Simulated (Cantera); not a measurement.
An isothermal, constant-pressure homogeneous reactor starts with C2H6 : N2 : CH4 = 1 : 1 : 0.0058 (molar parts), at 1525 K and 0.0267 bar.

Model: GRI-Mech 3.0 (53 species, 325 reactions), integrated in Cantera. GRI-Mech 3.0 stops at C3 and has no aromatics, soot or wall deposition, so with more carbon than oxygen in the feed, carbon stays in small species such as C2H2 where larger ones or solid carbon would form. Radical loss at walls, strong at low pressure, is not modelled.

x: mole fraction; the columns are a selection and need not sum to one.

| t (s) | x C2H6 | x C2H2 | x CH3 | x H | x HCN | x C2H4 | x H2 |
|---|---|---|---|---|---|---|---|
| 5.00e-6 | 0.498 | 5.48e-12 | 0.000892 | 6.32e-7 | <1e-12 | 1.32e-6 | 1.35e-6 |
| 1.39e-5 | 0.497 | 4.13e-10 | 0.00239 | 4.98e-6 | <1e-12 | 2.69e-5 | 2.58e-5 |
| 3.87e-5 | 0.492 | 7.17e-8 | 0.00596 | 3.74e-5 | 1.95e-11 | 0.000551 | 0.000550 |
| 0.000108 | 0.467 | 1.87e-5 | 0.0129 | 0.000170 | ? | 0.00889 | 0.00836 |
| 0.000300 | 0.364 | 0.00130 | 0.0222 | 0.000330 | ? | 0.0600 | 0.0525 |
| 0.000834 | 0.166 | 0.0158 | 0.0187 | 0.000436 | ? | 0.154 | 0.143 |
| 0.00232 | 0.0255 | 0.0635 | 0.00754 | 0.000432 | 5.65e-8 | 0.174 | 0.226 |
| 0.00646 | 0.00167 | 0.117 | 0.00191 | 0.000177 | 5.99e-8 | 0.123 | 0.281 |
| 0.0180 | 0.000154 | 0.151 | 0.000625 | 6.64e-5 | 5.84e-8 | 0.0813 | 0.311 |
| 0.0500 | 3.37e-5 | 0.178 | 0.000309 | 3.60e-5 | 5.67e-8 | 0.0479 | 0.333 |
| 0.139 | 2.72e-5 | 0.204 | 0.000292 | 3.77e-5 | 5.51e-8 | 0.0156 | 0.355 |
| 0.387 | 3.09e-5 | 0.216 | 0.000323 | 4.59e-5 | 5.46e-8 | 0.00157 | 0.370 |
| 1.08 | 2.50e-5 | 0.221 | 0.000294 | 4.95e-5 | 5.58e-8 | 0.00109 | 0.386 |
| 3.00 | 1.48e-5 | 0.228 | 0.000231 | 5.74e-5 | 5.96e-8 | 0.000901 | 0.417 |

Task: Fill in the missing entries.

Result: 
- 0.000108, x HCN: 2.57e-9
- 0.000300, x HCN: 1.85e-8
- 0.000834, x HCN: 4.04e-8
